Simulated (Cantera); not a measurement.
A perfectly stirred reactor is fed with H2 : O2 : N2 : NO = 1 : 0.556 : 2.09 : 0.0081 (molar parts), at 1.00 bar; it is adiabatic with a 350 K inlet, and is followed from long to short residence time, starting on the burning branch (τ in s: 0.056, 0.02, 0.007, 0.0025, 0.00087, 0.00031, 0.00011, 3.8e-05, 1.4e-05, 4.8e-06).

Model: GRI-Mech 3.0 (53 species, 325 reactions), integrated in Cantera. The mechanism lacks 2 NO + O2 → 2 NO2 and HONO, so NO2 and the effect of NO are under-described below about 1400 K.

Predict: blow-out, bracketed by the residence times tried; x(H2) at τ = 56.0 ms; x(O2) at τ = 56.0 ms; x(NO) at τ = 56.0 ms; x(H2O2) at τ = 56.0 ms; x(H) at τ = 56.0 ms; x(H2) at τ = 0.310 ms; x(O2) at τ = 0.310 ms; x(NO) at τ = 0.310 ms; x(H2O2) at τ = 0.310 ms; x(H) at τ = 0.310 ms.


- blow-out, bracketed by the residence times tried = burning at 38.0 µs, out at 14.0 µs
- x(H2) at τ = 56.0 ms = 0.00630
- x(O2) at τ = 56.0 ms = 0.0181
- x(NO) at τ = 56.0 ms = 0.00351
- x(H2O2) at τ = 56.0 ms = 1.95e-7
- x(H) at τ = 56.0 ms = 0.00101
- x(H2) at τ = 0.310 ms = 0.0295
- x(O2) at τ = 0.310 ms = 0.0291
- x(NO) at τ = 0.310 ms = 0.00251
- x(H2O2) at τ = 0.310 ms = 6.06e-7
- x(H) at τ = 0.310 ms = 0.0178
